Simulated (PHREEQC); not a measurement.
2.2 g of hydrous ferric oxide (600 m²/g; 0.2 weak and 0.005 strong sites per Fe, Dzombak-Morel constants, diffuse double layer) in 1 kg of water with 0.001 mol/kgw of an inert sodium salt and 0.0029 mol/kgw MnCl2, at 25 °C; the pH is set by adding NaOH or the inert anion's acid. The system is closed to oxygen. CO2 from the air is kept out. Precipitation was switched off in this run.

The series has 13 steps of pH, from 3 to 11.

Equilibrium calculation in PHREEQC: ion-association model, wateq4f.dat.

### Question
Near which pH is half of the Mn sorbed, and on which side is more sorbed?

### Answer
Near pH 7.5, with more sorbed at higher pH.

Along this series the solution becomes supersaturated in solids that the run did not let form, among them Pyrochroite. Species that the database lacks are ignored. The oxide is taken as insoluble; below pH 4 it would dissolve.
